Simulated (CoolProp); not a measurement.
Computed with CoolProp (reference Helmholtz-energy equation of state, McLinden 2015).

Give the vapour pressure (bar), liquid density (kg/m³), vapour density (kg/m³), enthalpy of vaporisation (kJ/kg) of saturated the fluoroketone C6F12O (FK-5-1-12) at 380.3 K.


```csv
T (K),p (bar),liquid density (kg/m³),vapour density (kg/m³),enthalpy of vaporisation (kJ/kg)
380.3,5.31,1310,67.1,67.3
```
